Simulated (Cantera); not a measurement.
Feed: 1 mol Al₂O₃, 320 mol H₂, 4.5 mol N₂, at 5.70 bar.

Method: chemical equilibrium by Gibbs-energy minimisation in Cantera with the NASA 1993 tables (ideal gas, pure condensed phases). Candidate condensed phases: Al, AlN, Al₂O₃, H₂O; 35 gas species. The numbers say what is thermodynamically allowed, not how fast it happens. All values below are at 652 °C.

Base state: H₂ 0.986, N₂ 0.0136, NH₃ 0.000646 (mole fractions); condensed: Al₂O₃(s).

**Question.** What changes in the equilibrium state with this change: N₂ from 4.5 to 24 mol?

**Answer.** 
| species | before | after |
|---|---|---|
| H₂ | 0.986 | 0.929 |
| N₂ | 0.0136 | 0.0692 |
| NH₃ | 0.000646 | 0.00134 |
| Al₂O₃(s), mol | 1.000 | 1.000 |
